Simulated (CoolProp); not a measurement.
Computed with CoolProp (reference Helmholtz-energy equation of state, Lemmon 2006). It is a short technical equation, of lower accuracy than the large ones.

For C2F6 (R116), give the phase and the isothermal compressibility (1/MPa), viscosity (µPa s), Prandtl number at 372.1 K and 94.4 bar; 185.4 K and 14.9 bar; 351.3 K and 41.6 bar.


- 372.1 K and 94.4 bar: supercritical; isothermal compressibility 0.104, viscosity 42.7, Prandtl number 1.65
- 185.4 K and 14.9 bar: liquid; isothermal compressibility 0.00242, viscosity 524, Prandtl number 5.94
- 351.3 K and 41.6 bar: supercritical; isothermal compressibility 0.329, viscosity 22.0, Prandtl number 1.05

Viscosity comes from a separate model (Huber 2003), an estimate that may be off by 10 % or more. Thermal conductivity comes from a separate model (Huber 2003), an estimate that may be off by 10 % or more.
